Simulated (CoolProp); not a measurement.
Vapour-liquid equilibrium of hexamethyldisiloxane (MM) (1) + toluene (2) at 0.815 kPa; x and y are mole fractions of (1).

Computed with CoolProp (multi-fluid Helmholtz-energy mixture model, Thol 2016 and Lemmon 2006; pair parameters Bell 2016).

```json
[
 {"x": "0.05", "bubble temperature (°C)": "-2.5", "y at the bubble point": "0.100", "dew temperature at overall composition x (°C)": "-2.1", "liquid density (mol/L)": "9.234"},
 {"x": "0.125", "bubble temperature (°C)": "-3.6", "y at the bubble point": "0.226", "dew temperature at overall composition x (°C)": "-2.7", "liquid density (mol/L)": "8.694"},
 {"x": "0.2", "bubble temperature (°C)": "-4.5", "y at the bubble point": "0.328", "dew temperature at overall composition x (°C)": "-3.4", "liquid density (mol/L)": "[?]"},
 {"x": "0.275", "bubble temperature (°C)": "[?]", "y at the bubble point": "0.414", "dew temperature at overall composition x (°C)": "-4.0", "liquid density (mol/L)": "7.756"},
 {"x": "0.35", "bubble temperature (°C)": "-5.9", "y at the bubble point": "0.486", "dew temperature at overall composition x (°C)": "-4.7", "liquid density (mol/L)": "7.346"},
 {"x": "0.425", "bubble temperature (°C)": "-6.4", "y at the bubble point": "0.550", "dew temperature at overall composition x (°C)": "-5.4", "liquid density (mol/L)": "6.970"},
 {"x": "0.5", "bubble temperature (°C)": "[?]", "y at the bubble point": "0.608", "dew temperature at overall composition x (°C)": "-6.0", "liquid density (mol/L)": "6.624"},
 {"x": "0.575", "bubble temperature (°C)": "-7.1", "y at the bubble point": "0.661", "dew temperature at overall composition x (°C)": "-6.6", "liquid density (mol/L)": "6.305"},
 {"x": "0.65", "bubble temperature (°C)": "-7.4", "y at the bubble point": "0.713", "dew temperature at overall composition x (°C)": "-7.1", "liquid density (mol/L)": "6.010"},
 {"x": "0.725", "bubble temperature (°C)": "-7.6", "y at the bubble point": "0.765", "dew temperature at overall composition x (°C)": "[?]", "liquid density (mol/L)": "5.736"},
 {"x": "0.8", "bubble temperature (°C)": "-7.8", "y at the bubble point": "0.820", "dew temperature at overall composition x (°C)": "-7.7", "liquid density (mol/L)": "[?]"},
 {"x": "0.875", "bubble temperature (°C)": "-7.8", "y at the bubble point": "0.880", "dew temperature at overall composition x (°C)": "-7.8", "liquid density (mol/L)": "5.246"},
 {"x": "0.95", "bubble temperature (°C)": "-7.8", "y at the bubble point": "0.948", "dew temperature at overall composition x (°C)": "-7.8", "liquid density (mol/L)": "5.026"}
]
```

Task: Fill in the missing entries.

Result: 
- 0.2, liquid density (mol/L): 8.203
- 0.275, bubble temperature (°C): -5.3
- 0.5, bubble temperature (°C): -6.8
- 0.725, dew temperature at overall composition x (°C): -7.5
- 0.8, liquid density (mol/L): 5.483

y crosses x between x = 0.875 and 0.95: the model has an azeotrope there.

The pair parameters rest on a limited set of measurements; away from them the model extrapolates.
